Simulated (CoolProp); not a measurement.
Vapour-liquid equilibrium of CH2F2 (R32) (1) + R152A (2) at 0.0554 MPa; x and y are mole fractions of (1).

Computed with CoolProp (multi-fluid Helmholtz-energy mixture model, Tillner-Roth 1997 and Outcalt 1996; pair parameters Bell 2016).

```csv
x,"bubble temperature, mixture model (°C)","bubble temperature, Raoult's law (°C)","y, mixture model","y, Raoult's law"
0.05,-39.5,-39.4,0.168,0.165
0.125,-43.0,-42.7,0.357,0.353
0.2,-46.0,-45.6,0.495,0.493
0.275,-48.5,-48.1,0.600,0.601
0.35,-50.7,-50.3,0.682,0.684
0.425,-52.7,-52.3,0.746,0.751
0.5,-54.4,-54.1,0.799,0.805
0.575,-56.0,-55.7,0.843,0.850
0.65,-57.4,-57.2,0.881,0.887
0.725,-58.7,-58.6,0.912,0.919
0.8,-59.9,-59.9,0.940,0.945
0.875,-61.1,-61.0,0.965,0.968
0.95,-62.1,-62.1,0.987,0.988
```

The largest gap from Raoult's law is -0.4 K in bubble temperature, at x = 0.275. No azeotrope shows between x = 0.05 and 0.95.

The pair parameters rest on a limited set of measurements; away from them the model extrapolates.
